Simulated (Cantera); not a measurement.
Input: 1 mol C2H2, 0.74 mol H2, equilibrated at 0.350 bar.

Method: chemical equilibrium by Gibbs-energy minimisation in Cantera with the NASA 1993 tables (ideal gas, pure condensed phases). Candidate condensed phases: C, C6H6, C7H8, C8H18; 86 gas species. Ions and electrons are included (thermal ionisation). Rates play no part.

Task: What share of the C ends up in condensed phases as a function of T (°C), at 1727, 1977, 2227, 2477, 2727, 2977, 3227, 3477, 3727, 3977, 4227, 4477, 4727?

Result: 
| T (°C) | C condensed (%) | as |
|---|---|---|
| 1727 | 99.9 | C(graphite) |
| 1977 | 99.4 | C(graphite) |
| 2227 | 98.1 | C(graphite) |
| 2477 | 95.3 | C(graphite) |
| 2727 | 89.8 | C(graphite) |
| 2977 | 77.9 | C(graphite) |
| 3227 | 26.1 | C(graphite) |
| 3477 | 0.0 | - |
| 3727 | 0.0 | - |
| 3977 | 0.0 | - |
| 4227 | 0.0 | - |
| 4477 | 0.0 | - |
| 4727 | 0.0 | - |
